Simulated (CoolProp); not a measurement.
Model: reference Helmholtz-energy equation of state, Lemmon 2006, in CoolProp. It is a short technical equation, of lower accuracy than the large ones.

Q: For CH3F (R41), give the phase and the speed of sound (m/s) at 174.3 K and 0.377 bar; 424 K and 21.1 bar; 423.4 K and 0.228 bar.

A: 
- 174.3 K and 0.377 bar: liquid; speed of sound 1190
- 424 K and 21.1 bar: gas; speed of sound 345
- 423.4 K and 0.228 bar: gas; speed of sound 355
